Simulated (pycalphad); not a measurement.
All values are pycalphad results on the COST 507 light-alloy database (1999) (1 atm), not direct measurements. These are 1990s assessments: newer ones move some temperatures and phases. Diffusion is slow at the low end, where real alloys seldom reach equilibrium.

Molar enthalpy of Si-75.3Cu (wt.%) in equilibrium (SER reference):

```tsv
T (K)	H (kJ/mol)	phases
2350	75.04	liquid
2200	70.60	liquid
2050	66.16	liquid
1900	61.72	liquid
1750	57.28	liquid
1600	52.84	liquid
1450	48.39	liquid
1375	46.16	liquid
1300	43.95	liquid
1150	33.45	liquid + diamond (Si)
1000	19.82	CU19SI6_ETA + diamond (Si)
925	17.76	CU19SI6_ETA + diamond (Si)
850	15.73	CU19SI6_ETA + diamond (Si)
700	11.74	CU19SI6_ETA + diamond (Si)
550	7.88	CU19SI6_ETA + diamond (Si)
```

Cooling from 1300 K to 1000 K, across the freezing range, releases 24.1 kJ/mol, or 498 J/g. The slope is 30 J/(mol K) in the liquid and 27 J/(mol K) just below the solidus, where it includes any heat of precipitation. Liquidus 1266 K, solidus 1074 K. Changes were sought between steps of 75 K, so a narrower field can be missed.

Database names, with the compositions (at.%) that they take in these runs: CU19SI6_ETA: Cu 76 Si 24.
